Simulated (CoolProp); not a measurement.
Vapour-liquid equilibrium of R125 (1) + R236FA (2) at 0.0424 MPa; x and y are mole fractions of (1).

Values from CoolProp's multi-fluid Helmholtz-energy mixture model, Lemmon 2005 and Pan 2012; pair parameters Bell 2016.

**Question.** Give the bubble temperature and the first vapour's composition at x = 0.5, 0.8, 0.95. Is there an azeotrope?

**Answer.** x = 0.5: 220.0 K, y = 0.923; x = 0.8: 212.4 K, y = 0.982; x = 0.95: 209.7 K, y = 0.996. No azeotrope shows between x = 0.05 and 0.95.

The pair parameters rest on a limited set of measurements; away from them the model extrapolates.
